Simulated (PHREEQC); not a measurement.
Consider water at 20 °C with 82 mmol/kgw KH2PO4, 34 mmol/kgw K2HPO4 and 6.1 mmol/kgw H3AsO4. Closed to the air; pH follows from the charge balance.

All values are PHREEQC results (ion-association model, wateq4f.dat), not measurements.

Precipitation was switched off in this run.

Q: Estimate the pH.

A: pH 6.28.

Q: In which forms is As present?

A: H2AsO4- 77 %, HAsO4-2 23 % of the As.

H3PO4, which wateq4f.dat lacks, is added to it with the constant of phreeqc.dat.
